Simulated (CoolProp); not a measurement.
A simple Rankine cycle with fluoroethane (R161): condensing at 308.15 K, boiler at 2.94 MPa, turbine inlet 387.6 K, turbine efficiency 0.85, pump efficiency 0.7, no recuperator. Each further row changes one setting.

Model: reference Helmholtz-energy equation of state, Wu 2012, in CoolProp.

```json
[
 {"case": "as stated", "thermal efficiency (%)": "8.7", "net work (kJ/kg)": "35.9", "heat in (kJ/kg)": "415", "turbine exit temperature (K)": "343.3", "volume ratio over the turbine": "2.40"},
 {"case": "turbine inlet 407.6 K", "thermal efficiency (%)": "8.8", "net work (kJ/kg)": "39.9", "heat in (kJ/kg)": "___", "turbine exit temperature (K)": "364.8", "volume ratio over the turbine": "2.38"},
 {"case": "condensing temperature 300.15 K", "thermal efficiency (%)": "10.3", "net work (kJ/kg)": "___", "heat in (kJ/kg)": "433", "turbine exit temperature (K)": "334.0", "volume ratio over the turbine": "2.93"},
 {"case": "boiler pressure 2.06 MPa", "thermal efficiency (%)": "5.6", "net work (kJ/kg)": "24.1", "heat in (kJ/kg)": "434", "turbine exit temperature (K)": "362.6", "volume ratio over the turbine": "___"},
 {"case": "turbine efficiency 0.75", "thermal efficiency (%)": "___", "net work (kJ/kg)": "31.3", "heat in (kJ/kg)": "415", "turbine exit temperature (K)": "346.2", "volume ratio over the turbine": "___"}
]
```

Q: Some entries are withheld; supply them.

A: 
- turbine inlet 407.6 K, heat in (kJ/kg): 454
- condensing temperature 300.15 K, net work (kJ/kg): 44.5
- boiler pressure 2.06 MPa, volume ratio over the turbine: 1.68
- turbine efficiency 0.75, thermal efficiency (%): 7.5
- turbine efficiency 0.75, volume ratio over the turbine: 2.44
